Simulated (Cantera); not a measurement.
A perfectly stirred reactor is fed with H₂ : O₂ = 0.016 : 1 (molar parts), equivalence ratio 0.0080, at 6.15 Torr; it is held at 1250 K, and followed from long to short residence time.

Computed with Cantera and the H2/O2 subset of GRI-Mech 3.0, which has no nitrogen chemistry. Radical loss at walls, strong at low pressure, is not modelled.

**Question.** Predict: x(H₂) at τ = 0.400 s; x(O₂) at τ = 0.400 s; x(H₂O) at τ = 0.400 s; x(H₂O₂) at τ = 0.400 s; x(O) at τ = 0.400 s; x(H₂) at τ = 23.0 ms; x(O₂) at τ = 23.0 ms; x(H₂O) at τ = 23.0 ms; x(H₂O₂) at τ = 23.0 ms; x(O) at τ = 23.0 ms.

**Answer.** 
| Property | Value |
|---|---|
| x(H₂) at τ = 0.400 s | 0.000122 |
| x(O₂) at τ = 0.400 s | 0.976 |
| x(H₂O) at τ = 0.400 s | 0.0149 |
| x(H₂O₂) at τ = 0.400 s | 1.64e-8 |
| x(O) at τ = 0.400 s | 0.00720 |
| x(H₂) at τ = 23.0 ms | 0.000782 |
| x(O₂) at τ = 23.0 ms | 0.971 |
| x(H₂O) at τ = 23.0 ms | 0.0135 |
| x(H₂O₂) at τ = 23.0 ms | 2.71e-8 |
| x(O) at τ = 23.0 ms | 0.0113 |
